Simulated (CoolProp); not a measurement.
A simple Rankine cycle with R143a: condensing at 288.15 K, boiler at 2.48 MPa, turbine inlet 366.4 K, turbine efficiency 0.8, pump efficiency 0.6, no recuperator. Each further row changes one setting.

Model: reference Helmholtz-energy equation of state, Lemmon and Jacobsen 2000, in CoolProp.

| case | thermal efficiency (%) | net work (kJ/kg) | heat in (kJ/kg) | turbine exit temperature (K) | volume ratio over the turbine |
|---|---|---|---|---|---|
| as stated | 7.8 | 18.7 | 239 | [?] | 2.63 |
| turbine inlet 386.4 K | 7.9 | 21.0 | 265 | 351.4 | [?] |
| condensing temperature 280.15 K | 9.4 | 23.6 | 251 | 322.5 | 3.30 |
| boiler pressure 1.74 MPa | [?] | [?] | 250 | 345.3 | 1.80 |
| turbine efficiency 0.7 | 6.7 | 16.1 | 239 | 332.4 | 2.66 |

Q: Fill in the missing entries.

A: 
- as stated, turbine exit temperature (K): 330.0
- turbine inlet 386.4 K, volume ratio over the turbine: 2.58
- boiler pressure 1.74 MPa, thermal efficiency (%): 5.2
- boiler pressure 1.74 MPa, net work (kJ/kg): 13.1
